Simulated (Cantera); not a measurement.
**PbO + H₂ (hydrogen reduction and annealing atmospheres)**

Charge: 1 mol PbO, 1.5 mol H₂, equilibrated at 48000 Pa.

These are equilibrium values from Cantera (NASA tables, ideal gas, pure condensed phases), not measurements of a reactor. Candidate condensed phases: H₂O, Pb, PbO, PbO₂, Pb₃O₄; 12 gas species. Gases not in the tables: (PbO)n polymers. Rates play no part.

```json
[
 {"T (K)": "1198", "x H₂O": "0.666", "x Pb": "0.00130", "x H₂": "0.333", "x PbO": "8.22e-8", "x Pb₂": "4.75e-8", "x H": "1.58e-7", "n Pb(l)": "0.998"},
 {"T (K)": "1248", "x H₂O": "0.665", "x Pb": "0.00271", "x H₂": "0.332", "x PbO": "2.81e-7", "x Pb₂": "1.62e-7", "x H": "3.89e-7", "n Pb(l)": "0.996"},
 {"T (K)": "1298", "x H₂O": "0.663", "x Pb": "0.00533", "x H₂": "0.332", "x PbO": "8.73e-7", "x Pb₂": "4.98e-7", "x H": "8.91e-7", "n Pb(l)": "0.992"},
 {"T (K)": "1348", "x H₂O": "0.660", "x Pb": "0.00995", "x H₂": "0.330", "x PbO": "2.49e-6", "x Pb₂": "1.41e-6", "x H": "1.92e-6", "n Pb(l)": "0.985"},
 {"T (K)": "1398", "x H₂O": "0.655", "x Pb": "0.0178", "x H₂": "0.327", "x PbO": "6.59e-6", "x Pb₂": "3.70e-6", "x H": "3.91e-6", "n Pb(l)": "0.973"},
 {"T (K)": "1448", "x H₂O": "0.646", "x Pb": "0.0304", "x H₂": "0.323", "x PbO": "1.63e-5", "x Pb₂": "9.04e-6", "x H": "7.56e-6", "n Pb(l)": "0.953"},
 {"T (K)": "1498", "x H₂O": "0.633", "x Pb": "0.0502", "x H₂": "0.317", "x PbO": "3.79e-5", "x Pb₂": "2.08e-5", "x H": "1.40e-5", "n Pb(l)": "0.921"},
 {"T (K)": "1548", "x H₂O": "0.613", "x Pb": "0.0801", "x H₂": "0.307", "x PbO": "8.33e-5", "x Pb₂": "4.51e-5", "x H": "2.46e-5", "n Pb(l)": "0.869"},
 {"T (K)": "1598", "x H₂O": "0.584", "x Pb": "0.124", "x H₂": "0.292", "x PbO": "0.000174", "x Pb₂": "9.32e-5", "x H": "4.15e-5", "n Pb(l)": "0.787"},
 {"T (K)": "1648", "x H₂O": "0.541", "x Pb": "0.187", "x H₂": "0.271", "x PbO": "0.000348", "x Pb₂": "0.000184", "x H": "6.69e-5", "n Pb(l)": "0.653"},
 {"T (K)": "1698", "x H₂O": "0.482", "x Pb": "0.275", "x H₂": "0.242", "x PbO": "0.000666", "x Pb₂": "0.000348", "x H": "0.000103", "n Pb(l)": "0.427"},
 {"T (K)": "1748", "x H₂O": "0.401", "x Pb": "0.395", "x H₂": "0.202", "x PbO": "0.00122", "x Pb₂": "0.000633", "x H": "0.000148", "n Pb(l)": "0.00957"},
 {"T (K)": "1798", "x H₂O": "0.399", "x Pb": "0.397", "x H₂": "0.202", "x PbO": "0.00155", "x Pb₂": "0.000567", "x H": "0.000228", "n Pb(l)": "0"}
]
```
x: gas mole fraction; n: condensed amount in mol.

From 1198 K to 1748 K the condensed part is Pb(l). At 1798 K nothing is condensed. The share of Pb in condensed phases is highest at 1198 K (99.8 %) and lowest at 1798 K (0.0 %).
